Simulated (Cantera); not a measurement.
Ignition delay

Mixture: 35.9 % H₂, 12.8 % O₂, 48.1 % N₂, 3.19 % H₂O, equivalence ratio 1.4, at 5.00 bar, adiabatic and at constant pressure. Ignition delay is the time to a rise of 400 K.

Model: GRI-Mech 3.0 (53 species, 325 reactions), integrated in Cantera. The hydrogen kinetics of GRI-Mech 3.0 are dated; newer H2 mechanisms differ, most at raised pressure. Where the delays flatten at high temperature, the 400 K rule measures the pace of heat release, not the induction time.

```json
[
 {"T0 (K)": "1273", "delay (ms)": "0.00999"},
 {"T0 (K)": "1373", "delay (ms)": "0.00513"},
 {"T0 (K)": "1473", "delay (ms)": "0.00334"},
 {"T0 (K)": "1573", "delay (ms)": "0.00243"},
 {"T0 (K)": "1673", "delay (ms)": "0.00192"},
 {"T0 (K)": "1773", "delay (ms)": "0.00161"}
]
```
